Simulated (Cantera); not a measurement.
Input: 1 mol SiHCl₃, 0.0071 mol Cl₂, 97 mol N₂, equilibrated at 3.20 mbar.

Equilibrium computed with Cantera from the NASA thermochemical tables; the gas is ideal and each condensed phase is pure. Candidate condensed phases: NH₄Cl, Si, Si₃N₄; 28 gas species. N₂ is the only nitrogen source here; it is nearly inert below about 1500 K, so the nitride shown seldom forms there in practice. The tables' values for SiCl₃ are old estimates; treat these amounts as uncertain. Equilibrium is a limit: real reactors are often held back by kinetics, nucleation or transport. All values below are at 1275 K.

Base state: N₂ 0.984, HCl 0.00971, SiCl₄ 0.00343, SiCl₂ 0.00204, SiCl₃ 0.00104, H₂ 0.000224 (mole fractions); condensed: Si₃N₄(s).

### Question
What changes in the equilibrium state with this change: pressure from 3.20 mbar to 1.70 mbar?

### Answer
```
species          before     after
-------------  --------  --------
N₂                0.984     0.983
HCl             0.00971   0.00971
SiCl₂           0.00204   0.00312
SiCl₄           0.00343   0.00279
SiCl₃           0.00104   0.00116
H₂             0.000224  0.000223
Si₃N₄(s), mol     0.120     0.101
```

### Question
What changes in the equilibrium state with this change: Cl₂ from 0.0071 to 0.74 mol?

### Answer
| species | before | after |
|---|---|---|
| N₂ | 0.984 | 0.980 |
| HCl | 0.00971 | 0.00989 |
| SiCl₄ | 0.00343 | 0.00688 |
| SiCl₃ | 0.00104 | 0.00139 |
| H₂ | 0.000224 | 0.000104 |
| Cl | 7.18e-6 | 1.07e-5 |
| SiCl₂ | 0.00204 | 0.00183 |
| Si₃N₄(s), mol | 0.120 | 0 |
